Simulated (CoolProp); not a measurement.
Saturation properties of dimethyl ether (Tc = 127.2 °C, pc = 5.337 MPa, ω = 0.196).

Model: reference Helmholtz-energy equation of state, Wu 2011, in CoolProp.

| T (°C) | p (MPa) | surface tension (mN/m) | liquid viscosity (µPa s) |
|---|---|---|---|
| -11.85 | 0.1723 | 16.7 | 180 |
| -8.55 | 0.1955 | 16.2 | 174 |
| -5.25 | 0.2210 | 15.7 | 168 |
| -1.85 | 0.2498 | 15.2 | 163 |
| 1.45 | 0.2805 | 14.7 | 158 |
| 4.75 | 0.3139 | 14.2 | 153 |
| 8.05 | 0.3504 | 13.7 | 148 |
| 11.45 | 0.3912 | 13.2 | 144 |
| 14.75 | 0.4341 | 12.8 | 140 |
| 18.05 | 0.4805 | 12.3 | 136 |
| 21.45 | 0.5320 | 11.8 | 132 |
| 24.75 | 0.5860 | 11.4 | 128 |
| 28.05 | 0.6439 | 10.9 | 125 |
| 31.35 | 0.7060 | 10.4 | 121 |

It boils at -24.8 °C under 1 atm.

Viscosity comes from a separate model (Meng 2012). Surface tension comes from a separate correlation (Mulero 2012).
